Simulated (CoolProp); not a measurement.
The fluid at 304.92 K and 0.69 MPa flows at 12 m/s in a round tube of 12.7 mm bore and 0.25 µm roughness, fully developed (64/Re and Nu = 3.66 if laminar; Colebrook and Gnielinski if turbulent). The same conditions are run with several fluids, on thermodynamics alone (safety and materials aside).

The numbers come from the reference Helmholtz-energy equation of state of each fluid (toluene: Lemmon 2006; R142b: Lemmon 2006; water: Wagner 2002; p-xylene: Zhou 2012; n-nonane: Lemmon 2006) in CoolProp.

Task: Rank toluene, R142b, water, p-xylene, n-nonane by Reynolds number, highest first.

Result: R142b (776000), toluene (255000), p-xylene (231000), water (197000), n-nonane (179000)

| fluid | Darcy friction factor | pressure drop (Pa/m) | heat-transfer coefficient (W/(m² K)) | mass flow (kg/h) |
|---|---|---|---|---|
| toluene | 0.0151 | 73300 | 13600 | 4690 |
| R142b | 0.0125 | 77800 | 16300 | 5990 |
| water | 0.0158 | 89400 | 46100 | 5450 |
| p-xylene | 0.0154 | 74300 | 12900 | 4660 |
| n-nonane | 0.0161 | 64900 | 11800 | 3880 |

Transport values come from each fluid's own correlations; those of R142b are estimates that may be off by 10 % or more.
